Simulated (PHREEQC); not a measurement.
**Polishing slurry liquid**

Solution (42 °C): 0.019 mol HNO3 and 0.00019 mol H3BO3 per kg of water. Closed to the air; pH follows from the charge balance.

The numbers come from PHREEQC with the ion-association model, phreeqc.dat.

This is a speciation only: nothing precipitates in the calculation.

Q: Estimate the pH, specific conductance.

A: pH 1.77; specific conductance 10300 µS/cm.

Complexes and solids missing from the database can't appear. At this temperature some constants are extrapolated from 25 °C, and those without enthalpy data are left unchanged.
